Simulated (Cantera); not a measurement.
An isothermal, constant-pressure homogeneous reactor starts with CH4 : H2O : H2 = 1 : 1.2 : 1.5 (molar parts), at 1375 K and 0.257 atm.

Computed with Cantera and GRI-Mech 3.0 (53 species, 325 reactions).

### Question
Predict: x(CH4) at 300 s; x(H2O) at 300 s; x(H2) at 300 s; x(C2H2) at 300 s; x(CH2O) at 300 s; x(C2H6) at 300 s.

### Answer
- x(CH4) at 300 s: 0.0876 (gas-phase equilibrium 4.08e-6)
- x(H2O) at 300 s: 0.196 (gas-phase equilibrium 0.0318)
- x(H2) at 300 s: 0.620 (gas-phase equilibrium 0.793)
- x(C2H2) at 300 s: 0.0308 (gas-phase equilibrium 3.63e-11)
- x(CH2O) at 300 s: 2.40e-8 (gas-phase equilibrium 1.62e-8)
- x(C2H6) at 300 s: 2.25e-5 (gas-phase equilibrium <1e-12)
